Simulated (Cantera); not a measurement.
A closed system holds: 1 mol Fe₂O₃, 4 mol C, 0.11 mol H₂, equilibrated at 10.0 mbar.

Method: chemical equilibrium by Gibbs-energy minimisation in Cantera with the NASA 1993 tables (ideal gas, pure condensed phases). Candidate condensed phases: C, C₆H₆, C₇H₈, C₈H₁₈, Fe, Fe(CO)₅, FeO, Fe(OH)₂, Fe(OH)₃, Fe₂O₃, Fe₃O₄, H₂O; 114 gas species. Iron dissolves carbon and melts from about 1420 K in contact with it, which pure phases cannot show. Condensed phases not in the tables: cementite and carbon dissolved in iron. Kinetics and transport are ignored.

Task: At 1975 K, list the 5 most abundant gas species with their mole fractions, and the condensed phases.

Result: CO 0.937, H₂ 0.0331, Fe 0.0274, H 0.00249, C₂H₂ (acetylene) 2.15e-5. Condensed: C(graphite) + Fe(l).
